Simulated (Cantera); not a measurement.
Charge: 1 mol Si, 0.099 mol CO2, 520 mol H2, equilibrated at 100 Torr.

Equilibrium computed with Cantera from the NASA thermochemical tables; the gas is ideal and each condensed phase is pure. Candidate condensed phases: C, C6H6, C7H8, C8H18, H2O, Si, SiC, SiO2; 123 gas species. Mutual solubility and eutectic melting of coexisting phases are not modelled. Gases not in the tables: Si2H6 and higher silanes. The numbers say what is thermodynamically allowed, not how fast it happens.

Q: Which condensed phases are stable at each of these points (T (K)): 1625, 1675, 1725, 1775, 1825, 1875, 1925, 1975, 2025, 2075, 2125?

A: 
```
T (K)  condensed phases  Si condensed (%)
-----  ----------------  ----------------
1625     Si(s) + SiC(s)              80.5
1675     Si(s) + SiC(s)              80.2
1725     Si(l) + SiC(s)              79.9
1775     Si(l) + SiC(s)              79.2
1825     Si(l) + SiC(s)              78.0
1875     Si(l) + SiC(s)              75.5
1925     Si(l) + SiC(s)              70.9
1975     Si(l) + SiC(s)              62.9
2025     Si(l) + SiC(s)              49.0
2075     Si(l) + SiC(s)              25.7
2125           gas only               0.0
```

From 1625 K to 1675 K the condensed part is Si(s) + SiC(s). From 1725 K to 2075 K the condensed part is Si(l) + SiC(s). At 2125 K nothing is condensed.
